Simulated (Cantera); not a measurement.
Stirred combustor or abatement burner

A perfectly stirred reactor is fed with H2 : O2 : N2 = 1 : 0.877 : 5.26 (molar parts), at 330000 Pa; it is adiabatic with a 823 K inlet, and is followed from long to short residence time, starting on the burning branch (τ in s: 0.046, 0.023, 0.012, 0.0058, 0.0029, 0.0015, 0.00074, 0.00037, 0.00019, 9.3e-05, 4.7e-05, 2.3e-05, 1.2e-05).

Model: the H2/O2 subset of GRI-Mech 3.0, which has no nitrogen chemistry, integrated in Cantera. The hydrogen kinetics of GRI-Mech 3.0 are dated; newer H2 mechanisms differ, most at raised pressure.

| τ (s) | T (K) | x H2 | x O2 | x O | x H2O2 | x HO2 | x H |
|---|---|---|---|---|---|---|---|
| 0.046 | 1853 | 0.000114 | 0.0566 | 7.02e-5 | 1.28e-7 | 1.73e-6 | 8.46e-6 |
| 0.023 | 1852 | 0.000172 | 0.0565 | 0.000103 | 1.63e-7 | 2.36e-6 | 1.52e-5 |
| 0.012 | 1850 | 0.000259 | 0.0565 | 0.000152 | 2.10e-7 | 3.32e-6 | 2.75e-5 |
| 0.0058 | 1846 | 0.000413 | 0.0564 | 0.000241 | 2.81e-7 | 5.02e-6 | 5.50e-5 |
| 0.0029 | 1841 | 0.000646 | 0.0563 | 0.000378 | 3.70e-7 | 7.53e-6 | 0.000108 |
| 0.0015 | 1835 | 0.000989 | 0.0563 | 0.000580 | 4.79e-7 | 1.10e-5 | 0.000204 |
| 0.00074 | 1824 | 0.00155 | 0.0562 | 0.000912 | 6.28e-7 | 1.64e-5 | 0.000404 |
| 0.00037 | 1808 | 0.00240 | 0.0563 | 0.00141 | 8.19e-7 | 2.36e-5 | 0.000780 |
| 0.00019 | 1786 | 0.00359 | 0.0564 | 0.00209 | 1.06e-6 | 3.26e-5 | 0.00144 |
| 9.3e-5 | 1752 | 0.00548 | 0.0568 | 0.00309 | 1.44e-6 | 4.46e-5 | 0.00268 |
| 4.7e-5 | 1705 | 0.00811 | 0.0577 | 0.00428 | 2.00e-6 | 5.81e-5 | 0.00464 |
| 2.3e-5 | 1637 | 0.0123 | 0.0595 | 0.00557 | 3.02e-6 | 7.49e-5 | 0.00768 |
| 1.2e-5 | 1552 | 0.0190 | 0.0631 | 0.00628 | 4.78e-6 | 9.46e-5 | 0.0111 |
x: mole fraction; the columns are a selection and need not sum to one.
